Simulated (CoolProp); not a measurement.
Model: reference Helmholtz-energy equation of state, Zhou 2011, in CoolProp.

Question: Give the vapour pressure (bar), liquid density (kg/m³), vapour density (kg/m³), enthalpy of vaporisation (kJ/kg) of saturated dimethyl carbonate at 357.8, 363.6, 403.7 K.

Answer: 
```json
[
 {"T (K)": "357.8", "p (bar)": "0.849", "liquid density (kg/m³)": "982", "vapour density (kg/m³)": "2.64", "enthalpy of vaporisation (kJ/kg)": "379"},
 {"T (K)": "363.6", "p (bar)": "1.02", "liquid density (kg/m³)": "974", "vapour density (kg/m³)": "3.14", "enthalpy of vaporisation (kJ/kg)": "375"},
 {"T (K)": "403.7", "p (bar)": "3.16", "liquid density (kg/m³)": "914", "vapour density (kg/m³)": "9.09", "enthalpy of vaporisation (kJ/kg)": "346"}
]
```
